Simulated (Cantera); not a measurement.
Charge: 1 mol SiH2Cl2, 17 mol N2, 0.47 mol NH3, held at 53.0 Pa.

Cantera equilibrium calculation (NASA polynomials, part measured and part estimated; ideal gas, pure solids and liquids). Candidate condensed phases: NH4Cl, Si, Si3N4; 28 gas species. Rates play no part.

Problem. Which condensed phases are stable at each of these points (T (K)): 1373, 1448, 1523, 1598, 1673, 1748, 1823, 1898, 1973?

Solution. 
```json
[
 {"T (K)": "1373", "condensed phases": "Si3N4(s)", "Si condensed (%)": "75.1"},
 {"T (K)": "1448", "condensed phases": "Si3N4(s)", "Si condensed (%)": "58.7"},
 {"T (K)": "1523", "condensed phases": "Si3N4(s)", "Si condensed (%)": "43.3"},
 {"T (K)": "1598", "condensed phases": "Si3N4(s)", "Si condensed (%)": "30.6"},
 {"T (K)": "1673", "condensed phases": "Si(s)", "Si condensed (%)": "25.1"},
 {"T (K)": "1748", "condensed phases": "Si(l)", "Si condensed (%)": "21.5"},
 {"T (K)": "1823", "condensed phases": "Si(l)", "Si condensed (%)": "10.2"},
 {"T (K)": "1898", "condensed phases": "gas only", "Si condensed (%)": "0.0"},
 {"T (K)": "1973", "condensed phases": "gas only", "Si condensed (%)": "0.0"}
]
```

From 1373 K to 1598 K the condensed part is Si3N4(s). At 1673 K the condensed part is Si(s). From 1748 K to 1823 K the condensed part is Si(l). From 1898 K to 1973 K nothing is condensed.
